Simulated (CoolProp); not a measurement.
Dodecamethylcyclohexasiloxane (D6) at 298.15 K and 1.99 MPa is throttled through a valve to 0.501 MPa with no heat exchange. Each further row changes one setting.

Model: reference Helmholtz-energy equation of state, Colonna 2008, in CoolProp. It is a short technical equation, of lower accuracy than the large ones.

```tsv
case	temperature change (K)	final density (kg/m³)
as stated	+0.6	969
outlet pressure 0.15 MPa	+0.8	968
outlet pressure 0.651 MPa	+0.6	969
```
